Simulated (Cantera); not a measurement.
A freely propagating, adiabatic, planar premixed flame of CH₄ : C₂H₆ : C₃H₈ : O₂ : N₂ = 1 : 0.87 : 0.16 : 4.5 : 21.6 (molar parts), equivalence ratio 1.3, unburnt at 375 K and 0.320 bar; mixture-averaged transport, grid criteria slope 0.08 and curve 0.16, no radiation.

Computed with Cantera and GRI-Mech 3.0 (53 species, 325 reactions). Burning velocities carry a grid error of a few per cent, more on coarse grids.

### Question
What does this change do: 0.38 parts CO2 added?

### Answer
```tsv
quantity	before	after
laminar burning velocity	37.8 cm/s	34.7 cm/s
thermal thickness	1.48 mm	1.56 mm
peak x(CO)	0.0680	0.0685
peak x(CH₂CO)	0.000547	0.000530
```

### Question
What does this change do: inlet temperature 375 to 300 K?

### Answer
```json
[
 {"quantity": "laminar burning velocity", "before": "37.8 cm/s", "after": "24.8 cm/s"},
 {"quantity": "thermal thickness", "before": "1.48 mm", "after": "1.69 mm"},
 {"quantity": "peak x(CO)", "before": "0.0680", "after": "0.0665"},
 {"quantity": "peak x(CH₂CO)", "before": "0.000547", "after": "0.000510"}
]
```
